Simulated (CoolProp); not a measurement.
Toluene along the isotherm 620 K: density (kg/m³) from the reference equation and from simpler models built on Tc = 591.7 K, pc = 4126 kPa, ω = 0.266; each cubic takes its own stable root.

Values from CoolProp's reference Helmholtz-energy equation of state, Lemmon 2006. It is a short technical equation, of lower accuracy than the large ones.

```json
[
 {"p (kPa)": "3170", "phase": "gas", "reference": "79.38"},
 {"p (kPa)": "6350", "phase": "supercritical", "reference": "386.3"},
 {"p (kPa)": "9520", "phase": "supercritical", "reference": "481.8"},
 {"p (kPa)": "12700", "phase": "supercritical", "reference": "520.2"},
 {"p (kPa)": "15900", "phase": "supercritical", "reference": "545.7"},
 {"p (kPa)": "19000", "phase": "supercritical", "reference": "564.4"},
 {"p (kPa)": "22200", "phase": "supercritical", "reference": "580.1"},
 {"p (kPa)": "25400", "phase": "supercritical", "reference": "593.4"},
 {"p (kPa)": "28600", "phase": "supercritical", "reference": "604.9"},
 {"p (kPa)": "31700", "phase": "supercritical", "reference": "614.9"},
 {"p (kPa)": "34900", "phase": "supercritical", "reference": "624.1"},
 {"p (kPa)": "38100", "phase": "supercritical", "reference": "632.6"},
 {"p (kPa)": "41300", "phase": "supercritical", "reference": "640.3"}
]
```

Problem. How far does each simpler model (ideal gas, van der Waals, Redlich-Kwong, Soave-Redlich-Kwong, Peng-Robinson) lie from the reference over these 13 states: mean and median of the absolute difference, and the worst?

Solution. 
- ideal gas: mean 31.5 %, median 28.6 %, worst -70.6 % at 620 K and 6350 kPa
- van der Waals: mean 25.2 %, median 27.4 %, worst -27.5 % at 620 K and 41300 kPa
- Redlich-Kwong: mean 8.6 %, median 8.0 %, worst -14.8 % at 620 K and 6350 kPa
- Soave-Redlich-Kwong: mean 10.0 %, median 8.8 %, worst -20.3 % at 620 K and 6350 kPa
- Peng-Robinson: mean 3.5 %, median 2.5 %, worst -13.7 % at 620 K and 6350 kPa
